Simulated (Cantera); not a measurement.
Feed: 1 mol CH3Cl, 0.69 mol F2, 0.42 mol H2, at 1.50e-5 bar.

Cantera equilibrium calculation (NASA polynomials, part measured and part estimated; ideal gas, pure solids and liquids). Candidate condensed phases: C, C6H6, C7H8, C8H18; 118 gas species. Equilibrium is a limit: real reactors are often held back by kinetics, nucleation or transport.

Problem. Which condensed phases are stable at each of these points (T (K)): 1675, 1875, 2075, 2275, 2475, 2675, 2875, 3075, 3275, 3475?

Solution. 
```
T (K)  condensed phases  C condensed (%)
-----  ----------------  ---------------
1675        C(graphite)            100.0
1875        C(graphite)            100.0
2075        C(graphite)             99.8
2275        C(graphite)             98.6
2475        C(graphite)             58.5
2675           gas only              0.0
2875           gas only              0.0
3075           gas only              0.0
3275           gas only              0.0
3475           gas only              0.0
```

From 1675 K to 2475 K the condensed part is C(graphite). From 2675 K to 3475 K nothing is condensed.
